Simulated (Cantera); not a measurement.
A perfectly stirred reactor is fed with NO : N₂ = 1 : 0.51 (molar parts), at 0.740 atm; it is held at 2050 K, and followed from long to short residence time.

Detailed kinetics in Cantera: GRI-Mech 3.0 (53 species, 325 reactions).

Predict: x(NO) at τ = 0.340 s; x(N₂O) at τ = 0.340 s; x(O) at τ = 0.340 s; x(NO₂) at τ = 0.340 s; x(N₂) at τ = 0.340 s; x(NO) at τ = 3.70 ms; x(N₂O) at τ = 3.70 ms; x(O) at τ = 3.70 ms; x(NO₂) at τ = 3.70 ms; x(N₂) at τ = 3.70 ms.


| Quantity | Value |
|---|---|
| x(NO) at τ = 0.340 s | 0.388 |
| x(N₂O) at τ = 0.340 s | 6.53e-5 |
| x(O) at τ = 0.340 s | 0.000433 |
| x(NO₂) at τ = 0.340 s | 0.000435 |
| x(N₂) at τ = 0.340 s | 0.475 |
| x(NO) at τ = 3.70 ms | 0.657 |
| x(N₂O) at τ = 3.70 ms | 0.000186 |
| x(O) at τ = 3.70 ms | 0.000138 |
| x(NO₂) at τ = 3.70 ms | 0.000211 |
| x(N₂) at τ = 3.70 ms | 0.340 |
